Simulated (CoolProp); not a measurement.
Vapour-liquid equilibrium of m-xylene (1) + o-xylene (2) at 352.7 K; x and y are mole fractions of (1).

The numbers come from the multi-fluid Helmholtz-energy mixture model, Zhou 2012 and Zhou 2012; pair parameters Bell 2016 in CoolProp.

Give the bubble pressure and the first vapour's composition at x = 0.5, 0.575, 0.875. Is there an azeotrope?

x = 0.5: 0.01366 MPa, y = 0.546; x = 0.575: 0.01385 MPa, y = 0.619; x = 0.875: 0.01457 MPa, y = 0.892. No azeotrope shows between x = 0.05 and 0.95.

Pair parameters are fitted to limited data, so mixtures are less certain than the pure fluids.
